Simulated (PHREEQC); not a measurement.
Make-up at 25 °C and 500 atm: 0.0015 mol/kgw Cu(BF4)2 and 0.0075 mol/kgw H2SO4. Closed to the air; pH follows from the charge balance.

All values are PHREEQC results (ion-association model, phreeqc.dat), not measurements.

Q: The ionic strength comes out as 0.0210 mol/kgw. What activity coefficients do BF2(OH)2-, HSO4-, CuF+, Cu+2, HF2- get?

A: BF2(OH)2- 0.87, HSO4- 0.87, CuF+ 0.87, Cu+2 0.60, HF2- 0.87.

This is a speciation only: nothing precipitates in the calculation. Complexes and solids missing from the database can't appear. Under pressure, the constants of complexes without a molar volume in the database are unreliable. Real BF4- forms and hydrolyses slowly; the run takes it at equilibrium.
